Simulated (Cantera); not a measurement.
Charge: 1 mol Fe, 0.49 mol NH₃, 2.8 mol H₂, 0.032 mol H₂O, equilibrated at 0.100 bar.

Cantera equilibrium calculation (NASA polynomials, part measured and part estimated; ideal gas, pure solids and liquids). Candidate condensed phases: Fe, FeO, Fe(OH)₂, Fe(OH)₃, Fe₂O₃, Fe₃O₄, H₂O; 27 gas species. Equilibrium is a limit: real reactors are often held back by kinetics, nucleation or transport. All values below are at 1348 K.

Base state: H₂ 0.927, N₂ 0.0643, H₂O 0.00839 (mole fractions); condensed: Fe(γ).

### Question
What changes in the equilibrium state with this change: NH₃ from 0.49 to 1.1 mol?

### Answer
```json
[
 {"species": "H₂", "before": "0.927", "after": "0.884"},
 {"species": "N₂", "before": "0.0643", "after": "0.109"},
 {"species": "H₂O", "before": "0.00839", "after": "0.00636"},
 {"species": "Fe(γ), mol", "before": "1.00", "after": "1.00"}
]
```
